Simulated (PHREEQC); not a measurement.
Nickel, zinc or cadmium bath: an equilibrium model

Dissolve 0.0059 mol/kgw NiCl2 and 9.4e-05 mol/kgw KCl at 45 °C. Closed to the air; pH follows from the charge balance.

Equilibrium calculation in PHREEQC: ion-association model, wateq4f.dat.

No solid was allowed to form.

Question: Predict the pH.

Answer: pH 5.87.

Question: In which forms is Ni present?

Answer: Ni+2 98 %, NiCl+ 1.7 % of the Ni.

In wateq4f.dat the enthalpy of Ni(OH)2 has the wrong sign, so its saturation index can't be trusted away from 25 °C. At this temperature some constants are extrapolated from 25 °C, and those without enthalpy data are left unchanged.
